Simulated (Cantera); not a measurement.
A closed system holds: 1 mol ZrO₂, 870 mol H₂, 3.2 mol H₂O, at 0.000230 bar.

Cantera equilibrium calculation (NASA polynomials, part measured and part estimated; ideal gas, pure solids and liquids). Candidate condensed phases: H₂O, Zr, ZrO₂; 12 gas species. Equilibrium is a limit: real reactors are often held back by kinetics, nucleation or transport.

**Question.** Which condensed phases are stable at each of these points (T (K)): 1348, 1398, 1448, 1498, 1548, 1598, 1648, 1698, 1748, 1798, 1848, 1898, 1948, 1998?

**Answer.** 
```tsv
T (K)	condensed phases	Zr condensed (%)
1348	ZrO₂(monoclinic)	100.0
1398	ZrO₂(monoclinic)	100.0
1448	ZrO₂(monoclinic)	100.0
1498	ZrO₂(tetragonal)	100.0
1548	ZrO₂(tetragonal)	100.0
1598	ZrO₂(tetragonal)	100.0
1648	ZrO₂(tetragonal)	100.0
1698	ZrO₂(tetragonal)	100.0
1748	ZrO₂(tetragonal)	100.0
1798	ZrO₂(tetragonal)	100.0
1848	ZrO₂(tetragonal)	100.0
1898	ZrO₂(tetragonal)	100.0
1948	ZrO₂(tetragonal)	100.0
1998	ZrO₂(tetragonal)	100.0
```

From 1348 K to 1448 K the condensed part is ZrO₂(monoclinic). From 1498 K to 1998 K the condensed part is ZrO₂(tetragonal).
